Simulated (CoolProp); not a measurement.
R1233zd(E) along the isotherm 450 K: fugacity coefficient from the reference equation and from simpler models built on Tc = 438.9 K, pc = 35.83 bar, ω = 0.304; each cubic takes its own stable root.

Model: reference Helmholtz-energy equation of state, Akasaka 2022, in CoolProp.

```tsv
p (bar)	phase	reference
1.99	gas	0.9819
3.98	gas	0.9640
5.97	gas	0.9462
7.96	gas	0.9285
9.95	gas	0.9110
11.9	gas	0.8939
13.9	gas	0.8765
15.9	gas	0.8591
17.9	gas	0.8419
```

Q: How far does each simpler model (van der Waals, Soave-Redlich-Kwong) lie from the reference over these 9 states: mean and median of the absolute difference, and the worst?

A: 
- van der Waals: mean 1.3 %, median 1.3 %, worst +2.3 % at 450 K and 17.9 bar
- Soave-Redlich-Kwong: mean 0.4 %, median 0.4 %, worst +0.8 % at 450 K and 17.9 bar
